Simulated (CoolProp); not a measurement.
Saturation properties of propane.

Computed with CoolProp (reference Helmholtz-energy equation of state, Lemmon 2009).

```
T (°C)  p (bar)  liquid density (kg/m³)  vapour density (kg/m³)  liquid cp (kJ/(kg K))
------  -------  ----------------------  ----------------------  ---------------------
-90.55  0.06186                   633.9                  0.1805                  2.077
-87.15  0.07953                   630.3                  0.2281                  2.086
-83.65   0.1019                   626.6                  0.2871                  2.095
-80.25   0.1283                   623.0                  0.3558                  2.105
-76.75   0.1612                   619.3                  0.4397                  2.116
-73.35   0.1995                   615.6                  0.5356                  2.126
-69.85   0.2462                   611.9                  0.6510                  2.137
-66.45   0.2998                   608.2                  0.7812                  2.149
-62.95   0.3643                   604.3                  0.9358                  2.161
-59.45   0.4395                   600.5                   1.114                  2.174
-56.05   0.5240                   596.7                   1.310                  2.187
-52.55   0.6239                   592.8                   1.540                  2.201
-49.15   0.7348                   588.9                   1.793                  2.215
```

It boils at -42.1 °C under 1 atm.
